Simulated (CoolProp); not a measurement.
Properties of o-xylene at several states.

Computed with CoolProp (reference Helmholtz-energy equation of state, Zhou 2012).

```
T (K)  p (bar)   phase        Z  speed of sound (m/s)  Joule-Thomson coefficient (K/MPa)  isothermal compressibility (1/MPa)
-----  -------  ------  -------  --------------------  ---------------------------------  ----------------------------------
296.9     2.39  liquid  0.01172                     …                            -0.4630                           0.0008004
484.8     12.6  liquid  0.04735                 660.4                                  …                            0.004053
471.8      2.1     gas        …                     …                              23.30                                   …
453.3    0.225     gas   0.9927                     …                              25.16                               44.77
```

Task: What belongs in the gaps?

Result: 
- 296.9, speed of sound (m/s): 1352
- 484.8, Joule-Thomson coefficient (K/MPa): -0.1149
- 471.8, Z: 0.9386
- 471.8, speed of sound (m/s): 185.4
- 471.8, isothermal compressibility (1/MPa): 5.095
- 453.3, speed of sound (m/s): 191.4
